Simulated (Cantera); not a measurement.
A perfectly stirred reactor is fed with C₂H₆ : H₂ = 1 : 99 (molar parts), at 1.30 bar; it is held at 1175 K, and followed from long to short residence time.

Detailed kinetics in Cantera: GRI-Mech 3.0 (53 species, 325 reactions). GRI-Mech 3.0 stops at C3 and has no aromatics, soot or wall deposition, so with more carbon than oxygen in the feed, carbon stays in small species such as C2H2 where larger ones or solid carbon would form.

### Question
What does this change do: C2H6 1 to 0.16 parts?

### Answer
```csv
quantity,before,after
x(C₂H₆) at τ = 0.940 s,0.00127,0.000205
x(H₂) at τ = 0.940 s,0.986,0.998
x(CH₃) at τ = 0.940 s,3.25e-7,5.33e-8
x(CH₄) at τ = 0.940 s,0.00887,0.00145
x(C₂H) at τ = 0.940 s,<1e-12,<1e-12
x(C₂H₆) at τ = 56.0 ms,0.00361,0.000592
x(H₂) at τ = 56.0 ms,0.989,0.998
x(CH₃) at τ = 56.0 ms,1.76e-7,2.73e-8
x(CH₄) at τ = 56.0 ms,0.00198,0.000314
x(C₂H) at τ = 56.0 ms,<1e-12,<1e-12
```
